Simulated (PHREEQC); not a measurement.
**Leach liquor**

A solution holds 0.0059 mol/kgw H2SO4, 7.7e-05 mol/kgw LiCl and 9e-05 mol/kgw Na2SO4, at 25 °C. Closed to the air; pH follows from the charge balance.

Equilibrium calculation in PHREEQC: ion-association model, phreeqc.dat.

The pH is 2.06, the ionic strength comes out as 0.0136 mol/kgw and the specific conductance comes out as 3720 µS/cm. The total alkalinity is -11.8 meq/kg.

| species | molality | activity | log γ |
|---|---|---|---|
| H+ | 0.00956 | 0.00864 | -0.044 |
| SO4-2 | 0.00375 | 0.00237 | -0.200 |
| HSO4- | 0.00224 | 0.00199 | -0.051 |
| Na+ | 0.000178 | 0.000158 | -0.050 |
| Cl- | 7.70e-5 | 6.83e-5 | -0.052 |
| Li+ | 7.62e-5 | 6.82e-5 | -0.048 |
| NaSO4- | 2.11e-6 | 1.88e-6 | -0.049 |
| LiSO4- | 7.90e-7 | 7.04e-7 | -0.050 |

This is a speciation only: nothing precipitates in the calculation. Species that the database lacks are ignored.
